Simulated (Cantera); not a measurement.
An adiabatic, constant-pressure homogeneous reactor starts with CO : H2 : CH4 : O2 : N2 = 1 : 0.14 : 0.11 : 0.94 : 3.54 (molar parts), at 1598 K and 0.987 atm. Integrator tolerance rtol = 1e-08.

Model: GRI-Mech 3.0 (53 species, 325 reactions), integrated in Cantera.

**Question.** What does this change do: initial temperature 1598 to 975 K?

**Answer.** 
```csv
quantity,before,after
time of steepest temperature rise,40.3 µs,4.59 ms
temperature at 2.00 s,2740 K,2525 K
equilibrium temperature,2740 K,2525 K
x(CO) at 2.00 s,0.0706 (gas-phase equilibrium 0.0706),0.0368 (gas-phase equilibrium 0.0368)
x(H2) at 2.00 s,0.00409 (gas-phase equilibrium 0.00409),0.00208 (gas-phase equilibrium 0.00208)
x(CH4) at 2.00 s,<1e-12 (gas-phase equilibrium <1e-12),<1e-12 (gas-phase equilibrium <1e-12)
x(C2H4) at 2.00 s,<1e-12 (gas-phase equilibrium <1e-12),<1e-12 (gas-phase equilibrium <1e-12)
x(NO) at 2.00 s,0.0150 (gas-phase equilibrium 0.0150),0.00962 (gas-phase equilibrium 0.00962)
x(OH) at 2.00 s,0.0146 (gas-phase equilibrium 0.0146),0.00809 (gas-phase equilibrium 0.00809)
```
Below about 1000 K GRI-Mech 3.0 lacks low-temperature oxidation paths.

**Question.** What does this change do: O2 0.94 to 0.37 parts?

**Answer.** 
| quantity | before | after |
|---|---|---|
| time of steepest temperature rise | 40.3 µs | 0.111 ms |
| temperature at 2.00 s | 2740 K | 2447 K |
| equilibrium temperature | 2740 K | 2447 K |
| x(CO) at 2.00 s | 0.0706 (gas-phase equilibrium 0.0706) | 0.150 (gas-phase equilibrium 0.150) |
| x(H2) at 2.00 s | 0.00409 (gas-phase equilibrium 0.00409) | 0.0180 (gas-phase equilibrium 0.0180) |
| x(CH4) at 2.00 s | <1e-12 (gas-phase equilibrium <1e-12) | <1e-12 (gas-phase equilibrium <1e-12) |
| x(C2H4) at 2.00 s | <1e-12 (gas-phase equilibrium <1e-12) | <1e-12 (gas-phase equilibrium <1e-12) |
| x(NO) at 2.00 s | 0.0150 (gas-phase equilibrium 0.0150) | 0.000574 (gas-phase equilibrium 0.000574) |
| x(OH) at 2.00 s | 0.0146 (gas-phase equilibrium 0.0146) | 0.00150 (gas-phase equilibrium 0.00150) |
